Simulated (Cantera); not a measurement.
## Thermodynamics of iron carbonyl, mercury and lead vapours, feed PbO + H2

Feed: 1 mol PbO, 7.3 mol H2.

Cantera equilibrium calculation (NASA polynomials, part measured and part estimated; ideal gas, pure solids and liquids). Candidate condensed phases: H2O, Pb, PbO, PbO2, Pb3O4; 12 gas species. The numbers say what is thermodynamically allowed, not how fast it happens.

Stable condensed phases:

```
T in K \ P in Pa
              10      52     270    1400    7200   37000  190000 1000000
   1598        A       A       A       A       A       A       B       B
   1498        A       A       A       A       A       B       B       B
   1398        A       A       A       A       B       B       B       B
   1298        A       A       A       A       B       B       B       B
   1198        A       A       A       B       B       B       B       B
   1098        A       A       B       B       B       B       B       B
    998        A       B       B       B       B       B       B       B
    898        B       B       B       B       B       B       B       B
    798        B       B       B       B       B       B       B       B
    698        B       B       B       B       B       B       B       B
    598        B       B       B       B       B       B       B       B
    498        B       B       B       B       B       B       B       B
```

A: gas only; B: Pb.
